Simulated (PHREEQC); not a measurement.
Make-up at 55 °C: 0.2 mol/kgw HCl, 0.0056 mol/kgw AlCl3 and 0.02 mol/kgw CuCl2. Closed to the air; pH follows from the charge balance.

Model: ion-association model, wateq4f.dat, run in PHREEQC.

No solid was allowed to form.

Order these Cu species by the share of Cu that they hold, largest first: CuCl+, CuCl2, Cu+2.

Cu+2 (57 %), CuCl+ (40 %), CuCl2 (3.1 %)

The pH is 0.81 and the ionic strength 0.276 mol/kgw. Species that the database lacks are ignored. Away from 25 °C the constants follow the database's enthalpies or fits; those with neither stay at their 25 °C values.
